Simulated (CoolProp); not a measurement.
The numbers come from the reference Helmholtz-energy equation of state, de Reuck 1993 in CoolProp.

Q: Give the vapour pressure (MPa), vapour density (kg/m³), surface tension (mN/m) of saturated methanol at 59.45 °C.

A: 
```csv
T (°C),p (MPa),vapour density (kg/m³),surface tension (mN/m)
59.45,0.0828,1.01,19.2
```

Surface tension comes from a separate correlation (Mulero 2012).
